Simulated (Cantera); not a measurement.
**Ignition delay**

Mixture: 26.5 % CO, 3.18 % H₂, 9.89 % O₂, 46.4 % N₂, 14.0 % H₂O, equivalence ratio 1.5, at 0.470 bar, adiabatic and at constant volume. Ignition delay is the time to a rise of 400 K.

Model: GRI-Mech 3.0 (53 species, 325 reactions), integrated in Cantera. Where the delays flatten at high temperature, the 400 K rule measures the pace of heat release, not the induction time.

| T0 (K) | delay (ms) |
|---|---|
| 1275 | 0.194 |
| 1375 | 0.146 |
| 1475 | 0.122 |
| 1575 | 0.112 |
| 1675 | 0.113 |
| 1775 | 0.121 |
| 1875 | 0.135 |
| 1975 | 0.155 |
| 2075 | 0.180 |
